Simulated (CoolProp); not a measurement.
Properties of c-C4F8 (RC318) along the isobar 101 kPa.

Values from CoolProp's reference Helmholtz-energy equation of state, Platzer 1990. This equation is an older, rougher fit.

| T (°C) | phase | density (kg/m³) | speed of sound (m/s) |
|---|---|---|---|
| 45.15 | gas | 7.821 | 115.6 |
| 54.55 | gas | 7.579 | 117.4 |
| 63.95 | gas | 7.353 | 119.3 |
| 73.35 | gas | 7.140 | 121.1 |
| 82.75 | gas | 6.941 | 122.8 |
| 92.15 | gas | 6.753 | 124.6 |
| 101.55 | gas | 6.575 | 126.2 |
| 110.95 | gas | 6.407 | 127.9 |
| 120.35 | gas | 6.247 | 129.5 |
| 129.75 | gas | 6.096 | 131.1 |
| 139.15 | gas | 5.952 | 132.7 |
| 148.55 | gas | 5.814 | 134.3 |
| 157.95 | gas | 5.684 | 135.8 |
| 167.35 | gas | 5.559 | 137.4 |
